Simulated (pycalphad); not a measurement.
Computed with pycalphad from the COST 507 light-alloy database (1999), at 1 atm. The data set is of 1999 and partly superseded. Kinetics are ignored, which matters at the lower temperatures.

Problem. How does the equilibrium phase assembly of Ti-2.824B (wt.%) change on cooling from 2850 K to 500 K?

Solution. 
```tsv
T (K)	phases above	phases below
1897.9	liquid	BM + liquid
1814.1	BM + liquid	bcc + BM
1156.1	bcc + BM	BM + hcp
```
Changes were sought between steps of 50 K, so a narrower field can be missed.

Database names, with the compositions (at.%) that they take in these runs: BM: Ti 50 B 50.
